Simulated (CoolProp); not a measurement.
Vapour pressure (kPa) of sulfur hexafluoride: the reference equation beside estimates from Tc = 45.6 °C, pc = 3755 kPa, ω = 0.210. Clausius-Clapeyron is anchored at -20.95 °C with a constant enthalpy of vaporisation of 14.17 kJ/mol.

The numbers come from the reference Helmholtz-energy equation of state, Guder 2009 in CoolProp.

```csv
T (°C),reference,Lee-Kesler,Clausius-Clapeyron,van der Waals,Redlich-Kwong,Soave-Redlich-Kwong,Peng-Robinson
-33.35,436.9,445.0,471.3,1077,586.8,445.6,441.4
-29.25,505.5,514.5,531.2,1168,667.5,515.6,510.3
-25.05,583.7,593.7,597.9,1267,757.8,595.6,589.0
-20.95,668.5,679.2,668.5,1368,853.8,682.2,674.2
-16.85,762.1,773.5,744.9,1474,958.0,777.8,768.4
-12.65,867.8,879.6,829.2,1588,1073,885.7,874.7
-8.55,981.0,993.1,917.6,1705,1195,1001,988.7
-4.45,1105,1117,1012,1826,1325,1128,1113
-0.35,1240,1252,1114,1953,1465,1265,1249
3.85,1390,1402,1224,2089,1619,1418,1401
7.95,1550,1561,1339,2227,1778,1580,1562
```

Absolute difference from the reference over all 11 rows, mean and median: Lee-Kesler 1.3 and 1.4 %, Clausius-Clapeyron 6.6 and 6.5 %, van der Waals 87.8 and 83.0 %, Redlich-Kwong 24.0 and 23.6 %, Soave-Redlich-Kwong 2.0 and 2.0 %, Peng-Robinson 0.8 and 0.8 %.
